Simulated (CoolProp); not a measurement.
Vapour-liquid equilibrium of carbon dioxide (1) + CH2F2 (R32) (2) at -43.05 °C; x and y are mole fractions of (1).

Values from CoolProp's multi-fluid Helmholtz-energy mixture model, Span 1996 and Tillner-Roth 1997; pair parameters Bell 2016.

```
x      bubble pressure, mixture model (bar)  bubble pressure, Raoult's law (bar)  y, mixture model  y, Raoult's law
-----  ------------------------------------  -----------------------------------  ----------------  ---------------
0.05                                  1.926                                1.913             0.230            0.234
0.125                                 2.504                                2.469             0.445            0.454
0.2                                   3.081                                3.026             0.581            0.592
0.275                                 3.653                                3.583             0.674            0.688
0.35                                  4.219                                4.139             0.742            0.758
0.425                                 4.776                                4.696             0.794            0.811
0.5                                   5.326                                5.252             0.835            0.853
0.575                                 5.868                                5.809             0.870            0.887
0.65                                  6.405                                6.366             0.899            0.915
0.725                                 6.940                                6.922             0.924            0.939
0.8                                   7.478                                7.479             0.947            0.959
0.875                                 8.023                                8.035             0.968            0.976
0.95                                  8.581                                8.592             0.987            0.991
```

The largest gap from Raoult's law is +2.0 % in bubble pressure, at x = 0.275. No azeotrope shows between x = 0.05 and 0.95.

Pair parameters are fitted to limited data, so mixtures are less certain than the pure fluids.
